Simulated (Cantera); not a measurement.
A closed system holds: 1 mol CH4, a varied amount of H2O, 14 mol N2, held at 1050 K and 518 Torr.

Equilibrium computed with Cantera from the NASA thermochemical tables; the gas is ideal and each condensed phase is pure. Candidate condensed phases: C, C6H6, C7H8, C8H18, H2O; 136 gas species. Kinetics and transport are ignored.

x: gas mole fraction; n: condensed amount in mol.

```json
[
 {"n(H2O) (mol)": "0.021", "x N2": "0.873", "x H2": "0.125", "x CO": "0.00129", "x H2O": "2.01e-5", "x CO2": "2.45e-7", "n C(graphite)": "0.969"},
 {"n(H2O) (mol)": "0.03", "x N2": "0.872", "x H2": "0.125", "x CO": "0.00184", "x H2O": "2.88e-5", "x CO2": "4.99e-7", "n C(graphite)": "0.960"},
 {"n(H2O) (mol)": "0.045", "x N2": "0.871", "x H2": "0.126", "x CO": "0.00275", "x H2O": "4.34e-5", "x CO2": "1.12e-6", "n C(graphite)": "0.946"},
 {"n(H2O) (mol)": "0.067", "x N2": "0.868", "x H2": "0.127", "x CO": "0.00409", "x H2O": "6.49e-5", "x CO2": "2.46e-6", "n C(graphite)": "0.924"},
 {"n(H2O) (mol)": "0.099", "x N2": "0.865", "x H2": "0.128", "x CO": "0.00601", "x H2O": "9.65e-5", "x CO2": "5.33e-6", "n C(graphite)": "0.892"},
 {"n(H2O) (mol)": "0.15", "x N2": "0.860", "x H2": "0.130", "x CO": "0.00904", "x H2O": "0.000148", "x CO2": "1.21e-5", "n C(graphite)": "0.842"},
 {"n(H2O) (mol)": "0.22", "x N2": "0.852", "x H2": "0.134", "x CO": "0.0131", "x H2O": "0.000219", "x CO2": "2.54e-5", "n C(graphite)": "…"},
 {"n(H2O) (mol)": "0.32", "x N2": "0.842", "x H2": "0.138", "x CO": "0.0188", "x H2O": "0.000325", "x CO2": "5.23e-5", "n C(graphite)": "…"},
 {"n(H2O) (mol)": "0.48", "x N2": "0.827", "x H2": "0.144", "x CO": "0.0276", "x H2O": "0.000499", "x CO2": "0.000113", "n C(graphite)": "…"},
 {"n(H2O) (mol)": "0.71", "x N2": "0.805", "x H2": "0.153", "x CO": "0.0396", "x H2O": "0.000760", "x CO2": "0.000231", "n C(graphite)": "…"},
 {"n(H2O) (mol)": "1.1", "x N2": "0.774", "x H2": "0.167", "x CO": "0.0534", "x H2O": "0.00422", "x CO2": "0.00159", "n C(graphite)": "0"},
 {"n(H2O) (mol)": "1.6", "x N2": "0.753", "x H2": "0.169", "x CO": "0.0459", "x H2O": "0.0245", "x CO2": "0.00783", "n C(graphite)": "0"},
 {"n(H2O) (mol)": "2.3", "x N2": "0.725", "x H2": "0.169", "x CO": "0.0378", "x H2O": "0.0534", "x CO2": "0.0140", "n C(graphite)": "0"}
]
```

Q: Complete the blanks.

A: 
- 0.22, n C(graphite): 0.772
- 0.32, n C(graphite): 0.674
- 0.48, n C(graphite): 0.516
- 0.71, n C(graphite): 0.291
